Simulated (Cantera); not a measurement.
**Thermodynamics of chemical vapour transport, feed Fe2O3 + HCl + O2**

Charge: 1 mol Fe2O3, a varied amount of HCl, 0.015 mol O2, at 802 °C and 0.610 bar.

Equilibrium computed with Cantera from the NASA thermochemical tables; the gas is ideal and each condensed phase is pure. Candidate condensed phases: Fe, FeCl2, FeCl3, FeO, Fe(OH)2, Fe(OH)3, Fe2O3, Fe3O4, H2O; 22 gas species. Kinetics and transport are ignored.

```json
[
 {"n(HCl) (mol)": "0.011", "x HCl": "0.260", "x O2": "0.558", "x H2O": "0.0908", "x Cl2": "0.0898", "x FeCl3": "0.000562", "n Fe2O3(s)": "1.000"},
 {"n(HCl) (mol)": "0.026", "x HCl": "0.418", "x O2": "0.326", "x H2O": "0.128", "x Cl2": "0.126", "x FeCl3": "0.00139", "n Fe2O3(s)": "1.000"},
 {"n(HCl) (mol)": "0.061", "x HCl": "0.572", "x O2": "0.142", "x H2O": "0.143", "x Cl2": "0.139", "x FeCl3": "0.00301", "n Fe2O3(s)": "1.000"},
 {"n(HCl) (mol)": "0.14", "x HCl": "0.698", "x O2": "0.0419", "x H2O": "0.132", "x Cl2": "0.122", "x FeCl3": "0.00620", "n Fe2O3(s)": "1.000"},
 {"n(HCl) (mol)": "0.34", "x HCl": "0.802", "x O2": "0.00556", "x H2O": "0.0998", "x Cl2": "0.0773", "x FeCl3": "0.0143", "n Fe2O3(s)": "0.997"},
 {"n(HCl) (mol)": "0.8", "x HCl": "0.857", "x O2": "0.000604", "x H2O": "0.0777", "x Cl2": "0.0374", "x FeCl3": "0.0253", "n Fe2O3(s)": "0.989"},
 {"n(HCl) (mol)": "1.9", "x HCl": "0.878", "x O2": "9.31e-5", "x H2O": "0.0695", "x Cl2": "0.0172", "x FeCl3": "0.0321", "n Fe2O3(s)": "0.967"}
]
```
x: gas mole fraction; n: condensed amount in mol.

From 0.011 mol HCl to 1.9 mol HCl the condensed part is Fe2O3(s). The main Fe-bearing gas is FeCl3 throughout.
